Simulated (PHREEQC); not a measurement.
A made-up water analysis in mmol/kgw, 20 °C, pH 6.49, pe 9.9: Na 152; K 42.8; Ca 6.48; Mg 51; Cl 294; S(6) 8.56; Alkalinity (meq/kgw) 3.16; N(5) 15.4; Cd 0.237.

Valence states are taken as typed.

The numbers come from PHREEQC with the ion-association model, wateq4f.dat.

Precipitation was switched off in this run.

Question: Estimate the activity of water.

Answer: activity of water 0.990.

Question: In which forms is Ca present?

Answer: Ca+2 95 %, CaSO4 4.7 %, CaHCO3+ 0.8 % of the Ca.

Examples of supersaturated solids here: Otavite. Others may be too.
